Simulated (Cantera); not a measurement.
Mixture: 2.66 % C3H8, 20.5 % O2, 76.9 % N2, at 4.93 atm, adiabatic and at constant volume. Ignition delay is the time to a rise of 400 K.

Detailed kinetics in Cantera: GRI-Mech 3.0 (53 species, 325 reactions). GRI-Mech 3.0 was tuned for natural gas; its chemistry of propane as a main component is partial and can be far from experiment.

Task: Predict: delay at 1175 K; delay at 1325 K; delay at 1475 K; delay at 1625 K; delay at 1775 K; apparent activation energy between 1625 and 1775 K.

Result: 
```
Item                                                    Result
--------------------------------------------------  ----------
delay at 1175 K                                        3.88 ms
delay at 1325 K                                       0.265 ms
delay at 1475 K                                        34.9 µs
delay at 1625 K                                        8.73 µs
delay at 1775 K                                        3.49 µs
apparent activation energy between 1625 and 1775 K  150 kJ/mol
```
